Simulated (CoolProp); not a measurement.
The fluid at 476.9 K and 1.13 MPa is throttled through a valve to 0.601 MPa with no heat exchange. The same conditions are run with several fluids, on thermodynamics alone (safety and materials aside).

The numbers come from the reference Helmholtz-energy equation of state of each fluid (ethane: Bücker 2006; R404A: Lemmon 2003; R22: Kamei 1995; ethanol: Schroeder 2014; carbon monoxide: Lemmon 2006) in CoolProp. Blends and air are pseudo-pure fits.

Question: Rank ethane, R404A, R22, ethanol, carbon monoxide by temperature change (K), highest first.

Answer: carbon monoxide (-0.4), ethane (-1.7), R404A (-2.3), R22 (-3.1), ethanol (-8.1)

```json
[
 {"fluid": "ethane", "final density (kg/m³)": "4.62"},
 {"fluid": "R404A", "final density (kg/m³)": "15.1"},
 {"fluid": "R22", "final density (kg/m³)": "13.4"},
 {"fluid": "ethanol", "final density (kg/m³)": "7.45"},
 {"fluid": "carbon monoxide", "final density (kg/m³)": "4.24"}
]
```
